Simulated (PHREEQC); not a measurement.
Solution (24 °C): 0.031 mol/kgw CuSO4 and 0.00055 mol/kgw NaCl. Closed to the air; pH follows from the charge balance.

Equilibrium calculation in PHREEQC: ion-association model, wateq4f.dat.

The ionic strength comes out as 0.0752 mol/kgw. What activity coefficients do SO4-2, HSO4-, H+, Cl-, CuCl+ get?

SO4-2 0.41, HSO4- 0.80, H+ 0.84, Cl- 0.79, CuCl+ 0.79.

Precipitation was switched off in this run. The solution is supersaturated, for example in Antlerite, Brochantite, so a real one may precipitate; this is no full list.
